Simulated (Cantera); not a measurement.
Feed: 1 mol PbO, 3.7 mol CO, 1.4 mol H₂, equilibrated at 0.100 bar.

Method: chemical equilibrium by Gibbs-energy minimisation in Cantera with the NASA 1993 tables (ideal gas, pure condensed phases). Candidate condensed phases: C, C₆H₆, C₇H₈, C₈H₁₈, H₂O, Pb, PbO, PbO₂, Pb₃O₄; 113 gas species. Rates play no part.

log p: log10 of the partial pressure in bar; n: condensed amount in mol.

| T (K) | log p CO | log p CO₂ | log p H₂ | log p Pb | log p H₂O | n C(graphite) | n Pb(l) |
|---|---|---|---|---|---|---|---|
| 773 | -1.85 | -1.31 | -1.67 | -7.64 | -1.84 | 1.32 | 1.000 |
| 848 | -1.43 | -1.50 | -1.61 | -6.52 | -2.18 | 0.663 | 1.000 |
| 923 | -1.25 | -1.79 | -1.62 | -5.60 | -2.47 | 0 | 1.000 |
| 998 | -1.24 | -1.81 | -1.64 | -4.81 | -2.37 | 0 | 0.999 |
| 1073 | -1.24 | -1.84 | -1.65 | -4.14 | -2.29 | 0 | 0.996 |
| 1148 | -1.23 | -1.86 | -1.67 | -3.55 | -2.23 | 0 | 0.986 |
| 1223 | -1.23 | -1.89 | -1.69 | -3.04 | -2.18 | 0 | 0.953 |
| 1298 | -1.23 | -1.92 | -1.71 | -2.59 | -2.15 | 0 | … |
| 1373 | -1.25 | -1.96 | -1.74 | -2.19 | -2.14 | 0 | … |
| 1448 | -1.28 | -2.02 | -1.79 | -1.84 | -2.15 | 0 | … |

Problem. Some entries are withheld; supply them.

Solution. 
- 1298, n Pb(l): 0.866
- 1373, n Pb(l): 0.650
- 1448, n Pb(l): 0.128
